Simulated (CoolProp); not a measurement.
cis-2-butene along the isotherm 525 K: fugacity coefficient from the reference equation and from simpler models built on Tc = 435.8 K, pc = 4.236 MPa, ω = 0.202; each cubic takes its own stable root.

Values from CoolProp's reference Helmholtz-energy equation of state, Lemmon 2005. It is a short technical equation, of lower accuracy than the large ones.

```
p (MPa)          phase  reference
-------  -------------  ---------
0.424              gas     0.9813
0.847              gas     0.9629
1.27               gas     0.9447
1.69               gas     0.9268
2.12               gas     0.9088
2.54               gas     0.8914
2.97               gas     0.8737
3.39               gas     0.8567
3.81               gas     0.8400
4.24     supercritical     0.8231
4.66     supercritical     0.8068
5.08     supercritical     0.7908
5.51     supercritical     0.7747
5.93     supercritical     0.7592
6.35     supercritical     0.7440
```

How far does each simpler model (van der Waals, Redlich-Kwong, Soave-Redlich-Kwong, Peng-Robinson) lie from the reference over these 15 states: mean and median of the absolute difference, and the worst?


- van der Waals: mean 0.6 %, median 0.4 %, worst -2.0 % at 525 K and 6.35 MPa
- Redlich-Kwong: mean 0.8 %, median 0.7 %, worst -1.5 % at 525 K and 6.35 MPa
- Soave-Redlich-Kwong: mean 0.9 %, median 0.9 %, worst +2.0 % at 525 K and 6.35 MPa
- Peng-Robinson: mean 1.3 %, median 1.5 %, worst -2.1 % at 525 K and 6.35 MPa
